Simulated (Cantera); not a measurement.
An isothermal, constant-pressure homogeneous reactor starts with CH3OH : O2 : N2 = 0.01 : 0.0029 : 2 (molar parts), equivalence ratio 5.2, at 1298 K and 510 Torr.

Detailed kinetics in Cantera: GRI-Mech 3.0 (53 species, 325 reactions). GRI-Mech 3.0 was tuned for natural gas; its chemistry of methanol as a main component is partial and can be far from experiment.

x: mole fraction; the columns are a selection and need not sum to one.

```csv
t (s),x CH3OH,x O2,x C2H2,x H2O,x CH4,x C2H
2.00e-5,0.00497,0.00144,<1e-12,?,2.30e-10,<1e-12
7.96e-5,0.00497,0.00144,<1e-12,?,3.56e-9,<1e-12
0.000317,0.00496,0.00144,3.97e-12,?,5.10e-8,<1e-12
0.00126,0.00494,0.00144,1.69e-11,?,5.16e-7,<1e-12
0.00502,0.00464,0.00139,8.51e-11,?,1.93e-6,<1e-12
0.0200,5.30e-11,7.29e-7,1.74e-8,?,5.21e-7,<1e-12
0.0796,<1e-12,2.23e-9,1.06e-8,0.00228,4.88e-9,<1e-12
0.317,<1e-12,1.16e-10,8.26e-9,0.00220,3.96e-9,<1e-12
1.26,<1e-12,6.88e-12,7.46e-9,0.00218,4.46e-9,<1e-12
5.02,<1e-12,<1e-12,7.14e-9,0.00218,4.78e-9,<1e-12
20.0,<1e-12,<1e-12,6.95e-9,0.00217,4.97e-9,<1e-12
```

Q: Fill in the missing entries.

A: 
- 2.00e-5, x H2O: 3.44e-8
- 7.96e-5, x H2O: 1.69e-7
- 0.000317, x H2O: 7.35e-7
- 0.00126, x H2O: 3.60e-6
- 0.00502, x H2O: 6.10e-5
- 0.0200, x H2O: 0.00260
